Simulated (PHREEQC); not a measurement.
1 kg of water holding 4.9 mmol/kgw Na2CO3, 2.9 mmol/kgw Na2B4O7, 26 mmol/kgw Na2SO4 and 62 mmol/kgw KCl is evaporated at 30 °C; the solids stay in contact with the brine. CO2 is held at log p = -3.4 (atm). Only these solids could form: Arcanite, Burkeite, Glaserite, Halite, Kalicinite, Mirabilite, Misenite, Nahcolite, Natron, Sylvite, Thenardite, Trona, Borax, Boric_acid,s, KB5O8:4H2O, K2B4O7:4H2O, NaBO2:4H2O, NaB5O8:5H2O, Teepleite.

Equilibrium calculation in PHREEQC: Pitzer model, pitzer.dat.

Problem. Predict ionic strength, water activity at water left (kg) = 1, 0.3082, 0.1407, 0.09507, 0.01631.

Solution. 
```
water left (kg)  ionic strength  water activity
---------------  --------------  --------------
1                         0.157           0.996
0.3082                    0.510           0.988
0.1407                     1.12           0.976
0.09507                    1.66           0.965
0.01631                    6.18           0.830
```
